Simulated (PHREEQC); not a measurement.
A PHREEQC input (ion-association model, wateq4f.dat):

```
SOLUTION 1
  temp 20
  units mol/kgw
  pH 7.31
  pe 10.7
  Na 3610
  K 214
  Ca 0.0177
  Mg 32.8
  Cl 4930
  S(6) 1250 as SO4
  Alkalinity 0.294 as HCO3
  Si 10.5 as SiO2
  Br 5.7
  Zn 2.07
END
USE solution 1
EQUILIBRIUM_PHASES 1
  Chalcedony 0 0
  Quartz 0 0.5
  CO2(g) -3.4 10
END
```

It stops with these messages:

```
WARNING: Maximum iterations exceeded, 100
WARNING: Maximum iterations exceeded, 100
WARNING: The program has failed to converge to a numerical solution.
ERROR:           Alkalinity has not converged. Total: 2.940000e-01	Calculated: -9.075709e+00	Residual: 9.369709e+00
ERROR: Is non-carbonate alkalinity greater than total alkalinity?
ERROR:                   Br has not converged. Total: 5.700000e+00	Calculated: 2.458430e+00	Residual: 3.241570e+00
ERROR:                   Ca has not converged. Total: 1.770000e-02	Calculated: 1.585645e-04	Residual: 1.754144e-02
ERROR:                   Cl has not converged. Total: 4.930000e+03	Calculated: 1.000000e+03	Residual: 3.930000e+03
ERROR:                    K has not converged. Total: 2.140000e+02	Calculated: 3.846301e+01	Residual: 1.755370e+02
ERROR:                   Mg has not converged. Total: 3.280000e+01	Calculated: 2.938418e-01	Residual: 3.250616e+01
ERROR:                   Na has not converged. Total: 3.610000e+03	Calculated: 6.491778e+02	Residual: 2.960822e+03
ERROR:                 S(6) has not converged. Total: 1.250000e+03	Calculated: 1.703989e+03	Residual: -4.539891e+02
ERROR:                   Si has not converged. Total: 1.050000e+01	Calculated: 6.978621e+00	Residual: 3.521379e+00
ERROR:                   Zn has not converged. Total: 2.070000e+00	Calculated: 1.229215e+00	Residual: 8.407850e-01
ERROR:               A(H2O) Activity of water has not converged. 	Residual: 4.511235e+01
ERROR: Model failed to converge for initial solution  1.
```

**Question.** What went wrong, and how is it mended?

**Answer.** The fault: the units line changed with the numbers kept. The line should read `units mg/kgw` where the input has `units mol/kgw`. With the mend the run ends at pH 5.88 and ionic strength 0.174 mol/kgw.
